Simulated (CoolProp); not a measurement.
Methanol along the isotherm 550.5 K: Z from the reference equation and from simpler models built on Tc = 513.4 K, pc = 8.216 MPa, ω = 0.565; each cubic takes its own stable root.

The numbers come from the reference Helmholtz-energy equation of state, de Reuck 1993 in CoolProp.

| p (MPa) | phase | reference | van der Waals | Redlich-Kwong | Soave-Redlich-Kwong |
|---|---|---|---|---|---|
| 0.039 | gas | 0.9989 | 0.9988 | 0.9987 | 0.9988 |
| 0.0739 | gas | 0.9979 | 0.9977 | 0.9975 | 0.9977 |
| 0.14 | gas | 0.9960 | 0.9957 | 0.9952 | 0.9956 |
| 0.266 | gas | 0.9923 | 0.9918 | 0.9909 | 0.9916 |
| 0.503 | gas | 0.9853 | 0.9845 | 0.9828 | 0.9841 |
| 0.954 | gas | 0.9716 | 0.9702 | 0.9671 | 0.9697 |
| 1.81 | gas | 0.9439 | 0.9422 | 0.9365 | 0.9417 |
| 3.43 | gas | 0.8861 | 0.8851 | 0.8752 | 0.8862 |
| 6.5 | gas | 0.7613 | 0.7545 | 0.7418 | 0.7699 |
| 12.3 | supercritical | 0.4305 | 0.4008 | 0.4031 | 0.5084 |
